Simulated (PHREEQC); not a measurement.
Metal-bearing waste water (model solution)

Dissolve 21 mmol/kgw Al2(SO4)3 and 54 mmol/kgw CaCl2 at 20 °C. Closed to the air; pH follows from the charge balance.

Computed with PHREEQC (ion-association model, wateq4f.dat).

Each row changes one thing in this solution. No solid was allowed to form.

| case | pH | ionic strength (mol/kgw) | AlSO4+ (mol/kgw) | SO4-2 (mol/kgw) | Al+3 (mol/kgw) | Al(SO4)2- (mol/kgw) | SI of Boehmite (AlOOH) | SI of Gibbsite (Al(OH)3) |
|---|---|---|---|---|---|---|---|---|
| as made | 3.88 | 0.240 | 0.0267 | 0.0172 | 0.0112 | 0.00390 | -0.17 | +0.37 |
| temperature from 20 to 70 °C | 3.34 | 0.229 | 0.0274 | 0.0149 | 0.00936 | 0.00390 | +1.12 | +1.08 |
| CaCl2 from 0.054 to 0.0486 mol/kgw | 3.88 | 0.223 | 0.0270 | 0.0172 | 0.0107 | 0.00407 | -0.15 | +0.39 |
| Al2(SO4)3 from 0.021 to 0.0105 mol/kgw | 3.92 | 0.209 | 0.0119 | 0.00981 | 0.00788 | 0.00104 | -0.18 | +0.36 |
| CaCl2 replaced by (CH3)4NCl at the same molality | 3.99 | 0.145 | 0.0287 | 0.0215 | 0.00673 | 0.00632 | +0.03 | [?] |
| CaCl2 from 0.054 to 0.081 mol/kgw | 3.85 | 0.323 | 0.0253 | 0.0169 | 0.0132 | [?] | -0.25 | +0.29 |
| diluted 100-fold with water | 4.43 | 0.00368 | 0.000149 | 0.000450 | 0.000232 | 1.60e-6 | +0.48 | +1.02 |
| CaCl2 from 0.054 to 0.108 mol/kgw | 3.83 | 0.406 | 0.0240 | 0.0168 | 0.0149 | 0.00281 | [?] | +0.24 |

Q: Fill in the missing entries.

A: 
- CaCl2 replaced by (CH3)4NCl at the same molality, SI of Gibbsite (Al(OH)3): +0.57
- CaCl2 from 0.054 to 0.081 mol/kgw, Al(SO4)2- (mol/kgw): 0.00326
- CaCl2 from 0.054 to 0.108 mol/kgw, SI of Boehmite (AlOOH): -0.30

Some of these states are supersaturated (in Basaluminite, Gypsum, Boehmite (slow to form), for instance). Constants without temperature data keep their 25 °C values here.
